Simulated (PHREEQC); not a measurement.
A PHREEQC input (ion-association model, phreeqc.dat):

```
SOLUTION 1
  temp 25
  units mg/L
  pH 6.69 charge
  pe -0.8
  Na 0.103
  K 0.0777
  Ca 0.129
  Mg 0.0314
  Cl 0.341
  S(6) 0.159 as SO4
  Alkalinity 0.15 as HCO3
  Mn(2) 0.000237
  Li 0.000127
  Si 0.000291 as SiO2
  Ba 0.0481
END
USE solution 1
EQUILIBRIUM_PHASES 1
  Gypsum 0 0
  CO2(g) -2.5 10
END
```

It stops with these messages:

```
ERROR: pH adustment cannot attain charge balance when alkalinity is fixed.
ERROR: Program terminating due to input errors.
```

The fault: pH asked from the charge balance while alkalinity is fixed. The line should read `pH 6.69` where the input has `pH 6.69 charge`. With the mend the run ends at pH 5.24 and ionic strength 2.81e-5 mol/kgw.
